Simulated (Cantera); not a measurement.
A closed system holds: 1 mol SiO2, 94 mol H2, 2 mol N2, held at 1577 °C and 0.100 bar.

Cantera equilibrium calculation (NASA polynomials, part measured and part estimated; ideal gas, pure solids and liquids). Candidate condensed phases: H2O, Si, SiO2, Si2N2O, Si3N4; 35 gas species. The tables hold silica as quartz up to 1696 K and as liquid above; real silica turns to tridymite and cristobalite and melts near 1996 K. Kinetics and transport are ignored.

Base state: H2 0.963, N2 0.0207, SiO 0.00738, H2O 0.00738, H 0.00167 (mole fractions); condensed: SiO2(condensed).

What changes in the equilibrium state with this change: SiO2 replaced by Fe3O4?


```json
[
 {"species": "H2", "before": "0.963", "after": "0.935"},
 {"species": "H2O", "before": "0.00738", "after": "0.0416"},
 {"species": "N2", "before": "0.0207", "after": "0.0208"},
 {"species": "SiO", "before": "0.00738", "after": "0"},
 {"species": "Fe", "before": "0", "after": "0.000585"},
 {"species": "H", "before": "0.00167", "after": "0.00165"},
 {"species": "SiO2(condensed), mol", "before": "0.285", "after": "0"},
 {"species": "Fe(l), mol", "before": "0", "after": "2.94"}
]
```
Further candidate phases: Fe, FeO, Fe(OH)2, Fe(OH)3, Fe2O3, Fe3O4.

What changes in the equilibrium state with this change: pressure from 0.100 bar to 2.90 mbar?


```csv
species,before,after
H2,0.963,0.949
N2,0.0207,0.0205
SiO,0.00738,0.0103
H,0.00167,0.00975
H2O,0.00738,0.0103
"SiO2(condensed), mol",0.285,0
```
